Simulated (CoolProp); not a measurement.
The fluid at 514.88 K and 0.395 MPa flows at 0.13 m/s in a round tube of 1 mm bore and 45 µm roughness, fully developed (64/Re and Nu = 3.66 if laminar; Colebrook and Gnielinski if turbulent). The same conditions are run with several fluids, on thermodynamics alone (safety and materials aside).

Computed with CoolProp (reference Helmholtz-energy equation of state of each fluid (sulfur hexafluoride: Guder 2009; oxygen: Schmidt 1985; carbon dioxide: Span 1996; methane: Setzmann 1991; ethylbenzene: Zhou 2012)).

| fluid | Reynolds number | Darcy friction factor | pressure drop (Pa/m) | heat-transfer coefficient (W/(m² K)) | mass flow (kg/h) |
|---|---|---|---|---|---|
| sulfur hexafluoride | ___ | 0.889 | 102 | 106 | ___ |
| oxygen | ___ | ___ | 130 | 154 | ___ |
| carbon dioxide | 21.5 | 2.97 | 102 | 125 | 0.00150 |
| methane | 11.1 | 5.79 | 72.4 | 262 | ___ |
| ethylbenzene | 115 | 0.558 | 50.1 | ___ | ___ |

**Question.** Some entries are withheld; supply them.

**Answer.** 
- sulfur hexafluoride, Reynolds number: 72.0
- sulfur hexafluoride, mass flow (kg/h): 0.00498
- oxygen, Reynolds number: 12.3
- oxygen, Darcy friction factor: 5.20
- oxygen, mass flow (kg/h): 0.00108
- methane, mass flow (kg/h): 0.000544
- ethylbenzene, heat-transfer coefficient (W/(m² K)): 114
- ethylbenzene, mass flow (kg/h): 0.00390

Above 300 K oxygen's equation is extrapolated.

Transport values come from each fluid's own correlations; those of ethylbenzene are estimates that may be off by 10 % or more.
